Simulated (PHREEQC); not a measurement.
Acid mine or pickling water (model solution)

Synthetic water in mg/L, 40 °C, pH 2.77, pe 12.7:

| constituent | mg/L |
|---|---|
| Na | 45.8 |
| K | 20.1 |
| Ca | 224 |
| Mg | 302 |
| Cl | 434 |
| S(6) as SO4 | 1440 |
| Si as SiO2 | 5.57 |
| Al | 0.169 |
| Li | 1.22 |
| Fe(3) | 7.16 |

Valence states are taken as typed.

Model: ion-association model, wateq4f.dat, run in PHREEQC.

Each row changes one thing in this solution. Precipitation was switched off in this run.

```
case                                               ionic strength (mol/kgw)  Mg+2 (mol/kgw)  SO4-2 (mol/kgw)  MgSO4 (mol/kgw)  Ca+2 (mol/kgw)  CaSO4 (mol/kgw)  SI of Quartz (SiO2)  SI of Gypsum (CaSO4:2H2O)
-------------------------------------------------  ------------------------  --------------  ---------------  ---------------  --------------  ---------------  -------------------  -------------------------
as made                                                              0.0487         0.00793          0.00779          0.00452         0.00406          0.00152                -0.26                      -0.57
temperature from 40 to 65 °C at the same typed pH                    0.0443         0.00699          0.00636          0.00546         0.00408          0.00148                -0.57                      -0.59
all concentrations times 3 at the same typed pH                       0.128          0.0207           0.0199           0.0168          0.0110          0.00575                +0.23                      +0.01
Si from 5.57 to 2.79 mg/L                                            0.0487         0.00793          0.00779          0.00452         0.00406          0.00152                -0.56                      -0.57
```

Some of these states are supersaturated (in Jarosite-K, Hematite (slow to form), for instance). Constants without temperature data keep their 25 °C values here.
